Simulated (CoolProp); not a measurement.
Properties of octamethyltrisiloxane (MDM) along the isobar 0.0776 MPa.

Computed with CoolProp (reference Helmholtz-energy equation of state, Thol 2017).

```json
[
 {"T (°C)": "163.85", "phase": "gas", "density (kg/m³)": "5.319", "cp (kJ/(kg K))": "1.796", "cv (kJ/(kg K))": "1.750", "isothermal compressibility (1/MPa)": "(withheld)", "fugacity coefficient": "(withheld)"},
 {"T (°C)": "179.15", "phase": "gas", "density (kg/m³)": "5.104", "cp (kJ/(kg K))": "1.832", "cv (kJ/(kg K))": "1.788", "isothermal compressibility (1/MPa)": "13.50", "fugacity coefficient": "(withheld)"},
 {"T (°C)": "194.45", "phase": "gas", "density (kg/m³)": "4.910", "cp (kJ/(kg K))": "1.868", "cv (kJ/(kg K))": "1.825", "isothermal compressibility (1/MPa)": "13.42", "fugacity coefficient": "0.9630"},
 {"T (°C)": "209.85", "phase": "gas", "density (kg/m³)": "4.730", "cp (kJ/(kg K))": "1.904", "cv (kJ/(kg K))": "1.861", "isothermal compressibility (1/MPa)": "(withheld)", "fugacity coefficient": "0.9673"},
 {"T (°C)": "225.15", "phase": "gas", "density (kg/m³)": "4.567", "cp (kJ/(kg K))": "(withheld)", "cv (kJ/(kg K))": "1.897", "isothermal compressibility (1/MPa)": "(withheld)", "fugacity coefficient": "0.9709"},
 {"T (°C)": "240.45", "phase": "gas", "density (kg/m³)": "4.416", "cp (kJ/(kg K))": "1.972", "cv (kJ/(kg K))": "1.931", "isothermal compressibility (1/MPa)": "13.25", "fugacity coefficient": "0.9741"},
 {"T (°C)": "255.85", "phase": "gas", "density (kg/m³)": "4.274", "cp (kJ/(kg K))": "2.005", "cv (kJ/(kg K))": "1.965", "isothermal compressibility (1/MPa)": "13.21", "fugacity coefficient": "0.9768"},
 {"T (°C)": "271.15", "phase": "gas", "density (kg/m³)": "4.144", "cp (kJ/(kg K))": "2.037", "cv (kJ/(kg K))": "1.997", "isothermal compressibility (1/MPa)": "13.17", "fugacity coefficient": "0.9792"},
 {"T (°C)": "286.55", "phase": "gas", "density (kg/m³)": "4.021", "cp (kJ/(kg K))": "(withheld)", "cv (kJ/(kg K))": "2.029", "isothermal compressibility (1/MPa)": "13.14", "fugacity coefficient": "0.9813"},
 {"T (°C)": "301.85", "phase": "gas", "density (kg/m³)": "3.906", "cp (kJ/(kg K))": "2.098", "cv (kJ/(kg K))": "2.059", "isothermal compressibility (1/MPa)": "13.11", "fugacity coefficient": "0.9832"}
]
```

Problem. What belongs in the gaps?

Solution. 
- 163.85, isothermal compressibility (1/MPa): 13.61
- 163.85, fugacity coefficient: 0.9523
- 179.15, fugacity coefficient: 0.9581
- 209.85, isothermal compressibility (1/MPa): 13.35
- 225.15, cp (kJ/(kg K)): 1.938
- 225.15, isothermal compressibility (1/MPa): 13.30
- 286.55, cp (kJ/(kg K)): 2.068
